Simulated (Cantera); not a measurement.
A closed system holds: 1 mol Si₂H₆, 9.2 mol O₃, 12 mol H₂, at 7200 Pa.

Cantera equilibrium calculation (NASA polynomials, part measured and part estimated; ideal gas, pure solids and liquids). Candidate condensed phases: H₂O, Si, SiO₂; 18 gas species. The feed counts by its element totals alone. The tables hold silica as quartz up to 1696 K and as liquid above; real silica turns to tridymite and cristobalite and melts near 1996 K. Gases not in the tables: Si(OH)₄. The numbers say what is thermodynamically allowed, not how fast it happens.

Problem. Which condensed phases are stable at each of these points (T (K)): 1200, 1250, 1300, 1350, 1400, 1450, 1500, 1550, 1600, 1650, 1700, 1750?

Solution. 
| T (K) | condensed phases | Si condensed (%) |
|---|---|---|
| 1200 | SiO₂(β-quartz) | 100.0 |
| 1250 | SiO₂(β-quartz) | 100.0 |
| 1300 | SiO₂(β-quartz) | 100.0 |
| 1350 | SiO₂(β-quartz) | 100.0 |
| 1400 | SiO₂(β-quartz) | 100.0 |
| 1450 | SiO₂(β-quartz) | 100.0 |
| 1500 | SiO₂(β-quartz) | 100.0 |
| 1550 | SiO₂(β-quartz) | 100.0 |
| 1600 | SiO₂(β-quartz) | 100.0 |
| 1650 | SiO₂(β-quartz) | 100.0 |
| 1700 | SiO₂(condensed) | 100.0 |
| 1750 | SiO₂(condensed) | 100.0 |

From 1200 K to 1650 K the condensed part is SiO₂(β-quartz). From 1700 K to 1750 K the condensed part is SiO₂(condensed).
